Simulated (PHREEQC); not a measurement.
Consider water at 21 °C with 18 mmol/kgw HCl, 1.1 mmol/kgw LiCl and 0.082 mmol/kgw NiSO4. It is in equilibrium with CO2 at log p = -3.4 (atm). Otherwise closed; pH follows from the charge balance.

The numbers come from PHREEQC with the ion-association model, wateq4f.dat.

Precipitation was switched off in this run.

Estimate the pH.

pH 1.80.

In which forms is S present?

SO4-2 51 %, HSO4- 49 % of the S.

Complexes and solids missing from the database can't appear.
